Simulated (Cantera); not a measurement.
Feed: 1 mol SiO2, 36 mol HF, 0.3 mol H2, at 13.3 mbar.

These are equilibrium values from Cantera (NASA tables, ideal gas, pure condensed phases), not measurements of a reactor. Candidate condensed phases: H2O, Si, SiO2; 38 gas species. The numbers say what is thermodynamically allowed, not how fast it happens. All values below are at 925 K.

Base state: HF 0.907, H2O 0.0567, SiF4 0.0283, H2 0.00850 (mole fractions); condensed: gas only.

Task: What changes in the equilibrium state with this change: SiO2 replaced by CuO?

Result: 
| species | before | after |
|---|---|---|
| HF | 0.907 | 0.991 |
| H2O | 0.0567 | 0.00826 |
| O2 | <1e-9 | 0.000713 |
| SiF4 | 0.0283 | 0 |
| H2 | 0.00850 | <1e-9 |
| CuO(s), mol | 0 | 0.296 |
| Cu2O(s), mol | 0 | 0.352 |
Further candidate phases: Cu, CuF2, CuO, Cu(OH)2, Cu2O.
